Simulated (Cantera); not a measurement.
A closed system holds: 1 mol HMDSO, 7.8 mol H₂O, 57 mol H₂, 0.15 mol O₂, held at 525 °C and 0.00100 bar.

Cantera equilibrium calculation (NASA polynomials, part measured and part estimated; ideal gas, pure solids and liquids). Candidate condensed phases: C, C₆H₆, C₇H₈, C₈H₁₈, H₂O, Si, SiC, SiO₂; 123 gas species. The feed counts by its element totals alone. The numbers say what is thermodynamically allowed, not how fast it happens.

Base state: H₂ 0.934, CO 0.0626, H₂O 0.00143, CH₄ 0.00121, CO₂ 0.000411 (mole fractions); condensed: C(graphite) + SiO₂(α-quartz).

Problem. What changes in the equilibrium state with this change: temperature from 525 °C to 627 °C?

Solution. 
| species | before | after |
|---|---|---|
| H₂ | 0.934 | 0.935 |
| CO | 0.0626 | 0.0645 |
| CH₄ | 0.00121 | 0.000273 |
| H₂O | 0.00143 | 0.000146 |
| CO₂ | 0.000411 | 2.32e-5 |
| C(graphite), mol | 0.950 | 0.892 |
| SiO₂(α-quartz), mol | 2.00 | 0 |
| SiO₂(β-quartz), mol | 0 | 2.00 |
